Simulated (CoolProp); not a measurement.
Vapour-liquid equilibrium of acetone (1) + ethanol (2) at 0.043 MPa; x and y are mole fractions of (1).

Model: multi-fluid Helmholtz-energy mixture model, Lemmon 2006 and Schroeder 2014; pair parameters Bell 2016, in CoolProp.

| x | bubble temperature, mixture model (K) | bubble temperature, Raoult's law (K) | y, mixture model | y, Raoult's law |
|---|---|---|---|---|
| 0.05 | 327.5 | 329.6 | 0.197 | 0.119 |
| 0.2 | 319.9 | 324.9 | 0.516 | 0.405 |
| 0.35 | 315.4 | 320.6 | 0.665 | 0.608 |
| 0.5 | 312.5 | 316.7 | 0.756 | 0.751 |
| 0.65 | 310.3 | 313.1 | 0.827 | 0.855 |
| 0.8 | 308.4 | 310.0 | 0.896 | 0.930 |
| 0.95 | 306.7 | 307.1 | 0.972 | 0.985 |

The largest gap from Raoult's law is -5.2 K in bubble temperature, at x = 0.35. No azeotrope shows between x = 0.05 and 0.95.

Pair parameters are fitted to limited data, so mixtures are less certain than the pure fluids.
